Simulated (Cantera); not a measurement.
An isothermal, constant-pressure homogeneous reactor starts with CH4 : H2 : N2 = 0.032 : 1 : 0.00026 (molar parts), at 1700 K and 0.0133 bar. Integrator tolerance rtol = 1e-08.

Computed with Cantera and GRI-Mech 3.0 (53 species, 325 reactions). GRI-Mech 3.0 stops at C3 and has no aromatics, soot or wall deposition, so with more carbon than oxygen in the feed, carbon stays in small species such as C2H2 where larger ones or solid carbon would form. Radical loss at walls, strong at low pressure, is not modelled.

Task: What does this change do: temperature 1700 to 2173 K?

Result: 
```tsv
quantity	before	after
x(CH4) at 20.0 s	0.000853 (gas-phase equilibrium 0.000200)	8.71e-6 (gas-phase equilibrium 8.70e-6)
x(H2) at 20.0 s	0.983 (gas-phase equilibrium 0.983)	0.944 (gas-phase equilibrium 0.944)
x(C2H) at 20.0 s	1.05e-7 (gas-phase equilibrium 1.06e-7)	2.04e-5 (gas-phase equilibrium 2.01e-5)
x(C2H6) at 20.0 s	3.15e-9 (gas-phase equilibrium 2.76e-10)	1.64e-12 (gas-phase equilibrium 1.64e-12)
x(CH3) at 20.0 s	2.23e-5 (gas-phase equilibrium 5.25e-6)	7.22e-6 (gas-phase equilibrium 7.22e-6)
```

Task: What does this change do: temperature 1700 to 1350 K?

Result: 
```json
[
 {"quantity": "x(CH4) at 20.0 s", "before": "0.000853 (gas-phase equilibrium 0.000200)", "after": "0.0307 (gas-phase equilibrium 0.00703)"},
 {"quantity": "x(H2) at 20.0 s", "before": "0.983 (gas-phase equilibrium 0.983)", "after": "0.969 (gas-phase equilibrium 0.981)"},
 {"quantity": "x(C2H) at 20.0 s", "before": "1.05e-7 (gas-phase equilibrium 1.06e-7)", "after": "1.16e-12 (gas-phase equilibrium 1.57e-10)"},
 {"quantity": "x(C2H6) at 20.0 s", "before": "3.15e-9 (gas-phase equilibrium 2.76e-10)", "after": "4.35e-7 (gas-phase equilibrium 8.84e-8)"},
 {"quantity": "x(CH3) at 20.0 s", "before": "2.23e-5 (gas-phase equilibrium 5.25e-6)", "after": "9.97e-6 (gas-phase equilibrium 2.92e-6)"}
]
```
